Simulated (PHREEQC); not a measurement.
A solution holds 0.0048 mol Pb(NO3)2 and 0.0022 mol NaCl per kg of water, at 25 °C. Closed to the air; pH follows from the charge balance.

Model: ion-association model, phreeqc.dat, run in PHREEQC.

Each row changes one thing in this solution. This is a speciation only: nothing precipitates in the calculation.

| case | pH | ionic strength (mol/kgw) |
|---|---|---|
| as made | 5.11 | 0.0155 |
| diluted 10-fold with water | 5.55 | 0.00164 |
| NaCl replaced by LiCl at the same molality | 5.11 | 0.0155 |
| temperature from 25 to 10 °C | 5.11 | 0.0156 |
| Pb(NO3)2 left out | 7.00 | 0.00220 |
| NaCl replaced by MgCl2 at the same molality | 5.13 | 0.0196 |
| NaCl left out | 5.10 | 0.0137 |

Constants without temperature data keep their 25 °C values here.
